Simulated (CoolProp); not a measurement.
A Linde-Hampson liquefier for carbon monoxide: isothermal reversible compression at 300 K from 1 atm to 30 MPa, throttling to 1 atm, return gas leaving the recuperator 10 K below the feed. Each further row changes one setting.

Computed with CoolProp (reference Helmholtz-energy equation of state, Lemmon 2006). It is a short technical equation, of lower accuracy than the large ones.

| case | liquid yield per pass | compression work (kJ/kg of gas) |
|---|---|---|
| as stated | ? | 509 |
| high pressure 60 MPa | ? | 588 |
| warm-end temperature 330 K | 0.054 | 564 |
| warm-end gap 15 K | ? | 509 |

Q: Some entries are withheld; supply them.

A: 
- as stated, liquid yield per pass: 0.080
- high pressure 60 MPa, liquid yield per pass: 0.071
- warm-end gap 15 K, liquid yield per pass: 0.069
